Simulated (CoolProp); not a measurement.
Properties of propylene along the isotherm -52.25 °C.

Computed with CoolProp (reference Helmholtz-energy equation of state, Lemmon 2013).

```json
[
 {"p (kPa)": "3500", "phase": "liquid", "cv (kJ/(kg K))": "1.364", "speed of sound (m/s)": "1242", "Joule-Thomson coefficient (K/MPa)": "-0.4309"},
 {"p (kPa)": "7010", "phase": "liquid", "cv (kJ/(kg K))": "1.368", "speed of sound (m/s)": "1268", "Joule-Thomson coefficient (K/MPa)": "-0.4425"},
 {"p (kPa)": "10500", "phase": "liquid", "cv (kJ/(kg K))": "1.371", "speed of sound (m/s)": "(withheld)", "Joule-Thomson coefficient (K/MPa)": "-0.4527"},
 {"p (kPa)": "14000", "phase": "liquid", "cv (kJ/(kg K))": "1.375", "speed of sound (m/s)": "1317", "Joule-Thomson coefficient (K/MPa)": "(withheld)"},
 {"p (kPa)": "17500", "phase": "liquid", "cv (kJ/(kg K))": "(withheld)", "speed of sound (m/s)": "1339", "Joule-Thomson coefficient (K/MPa)": "-0.4699"},
 {"p (kPa)": "21000", "phase": "liquid", "cv (kJ/(kg K))": "1.382", "speed of sound (m/s)": "1361", "Joule-Thomson coefficient (K/MPa)": "-0.4771"},
 {"p (kPa)": "24500", "phase": "liquid", "cv (kJ/(kg K))": "1.385", "speed of sound (m/s)": "1382", "Joule-Thomson coefficient (K/MPa)": "-0.4836"},
 {"p (kPa)": "28000", "phase": "liquid", "cv (kJ/(kg K))": "1.389", "speed of sound (m/s)": "1402", "Joule-Thomson coefficient (K/MPa)": "-0.4895"},
 {"p (kPa)": "31500", "phase": "liquid", "cv (kJ/(kg K))": "(withheld)", "speed of sound (m/s)": "(withheld)", "Joule-Thomson coefficient (K/MPa)": "-0.4949"},
 {"p (kPa)": "35000", "phase": "liquid", "cv (kJ/(kg K))": "1.395", "speed of sound (m/s)": "1440", "Joule-Thomson coefficient (K/MPa)": "-0.4998"},
 {"p (kPa)": "38500", "phase": "liquid", "cv (kJ/(kg K))": "1.398", "speed of sound (m/s)": "(withheld)", "Joule-Thomson coefficient (K/MPa)": "-0.5042"},
 {"p (kPa)": "42000", "phase": "liquid", "cv (kJ/(kg K))": "1.402", "speed of sound (m/s)": "1476", "Joule-Thomson coefficient (K/MPa)": "-0.5083"},
 {"p (kPa)": "45500", "phase": "liquid", "cv (kJ/(kg K))": "1.405", "speed of sound (m/s)": "1494", "Joule-Thomson coefficient (K/MPa)": "-0.5120"}
]
```

Task: What belongs in the gaps?

Result: 
- 10500, speed of sound (m/s): 1293
- 14000, Joule-Thomson coefficient (K/MPa): -0.4618
- 17500, cv (kJ/(kg K)): 1.379
- 31500, cv (kJ/(kg K)): 1.392
- 31500, speed of sound (m/s): 1421
- 38500, speed of sound (m/s): 1458
